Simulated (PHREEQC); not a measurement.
A solution holds 1 mol/kgw LiCl and 0.011 mol/kgw H3BO3, at 20 °C. It is in equilibrium with CO2 at log p = -3.4 (atm). Otherwise closed; pH follows from the charge balance.

The numbers come from PHREEQC with the Pitzer model, pitzer.dat.

```yaml
pH: 5.19
ionic_strength: 1.00 mol/kgw
activity_of_water: 0.964
density: 1.022 g/cm³
osmotic_coefficient: 1.020
```

```json
[
 {"species": "Cl-", "molality": "1.00", "activity": "0.602", "log γ": "-0.220"},
 {"species": "Li+", "molality": "1.00", "activity": "1.01", "log γ": "0.005"},
 {"species": "B(OH)3", "molality": "0.0110", "activity": "0.0132", "log γ": "0.079"},
 {"species": "CO2", "molality": "1.57e-5", "activity": "1.56e-5", "log γ": "-0.004"},
 {"species": "H+", "molality": "6.06e-6", "activity": "6.43e-6", "log γ": "0.026"},
 {"species": "B(OH)4-", "molality": "3.51e-6", "activity": "1.14e-6", "log γ": "-0.488"},
 {"species": "HCO3-", "molality": "2.53e-6", "activity": "9.93e-7", "log γ": "-0.406"},
 {"species": "B3O3(OH)4-", "molality": "2.43e-8", "activity": "1.14e-8", "log γ": "-0.329"},
 {"species": "OH-", "molality": "2.74e-9", "activity": "1.03e-9", "log γ": "-0.426"}
]
```

Precipitation was switched off in this run. Species that the database lacks are ignored.
